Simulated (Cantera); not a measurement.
A perfectly stirred reactor is fed with 1.95 % CH3OH, 0.498 % O2, 97.6 % N2, equivalence ratio 5.9, at 5.60 bar; it is held at 1050 K, and followed from long to short residence time.

Computed with Cantera and GRI-Mech 3.0 (53 species, 325 reactions). GRI-Mech 3.0 was tuned for natural gas; its chemistry of methanol as a main component is partial and can be far from experiment.

x: mole fraction; the columns are a selection and need not sum to one.

```tsv
τ (s)	x CH3OH	x O2	x CH2CO	x N2O	x CO	x CH3
2.3	0.000132	7.02e-5	4.34e-8	2.74e-9	0.0155	3.36e-9
1.1	[?]	[?]	[?]	[?]	0.0155	[?]
0.57	0.000426	9.13e-5	1.54e-7	3.83e-9	0.0155	5.02e-9
0.28	0.000697	0.000102	2.90e-7	3.78e-9	0.0154	7.49e-9
0.14	0.00109	0.000116	5.18e-7	3.47e-9	0.0152	1.15e-8
0.070	[?]	[?]	[?]	[?]	0.0148	[?]
0.035	0.00253	0.000162	1.36e-6	2.51e-9	0.0140	2.50e-8
0.017	0.00391	0.000214	1.78e-6	2.02e-9	0.0125	3.08e-8
0.0087	0.00597	0.000335	1.55e-6	1.62e-9	0.0103	2.66e-8
```

Problem. Fill in the missing entries.

Solution. 
- 1.1, x CH3OH: 0.000257
- 1.1, x O2: 8.19e-5
- 1.1, x CH2CO: 8.49e-8
- 1.1, x N2O: 3.52e-9
- 1.1, x CH3: 3.80e-9
- 0.070, x CH3OH: 0.00166
- 0.070, x O2: 0.000134
- 0.070, x CH2CO: 8.79e-7
- 0.070, x N2O: 3.01e-9
- 0.070, x CH3: 1.75e-8
